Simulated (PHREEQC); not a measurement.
Consider water at 25 °C with 1.6 mmol/kgw NH3, 9.3 mmol/kgw K2SO4 and 2.4 mmol/kgw CO2. Closed to the air; pH follows from the charge balance.

Computed with PHREEQC (ion-association model, phreeqc.dat).

No solid was allowed to form.

Task: Predict the pH, specific conductance.

Result: pH 6.58; specific conductance 2480 µS/cm.

Task: In which forms is N present?

Result: NH4+ 94 %, NH4SO4- 5.6 % of the N.
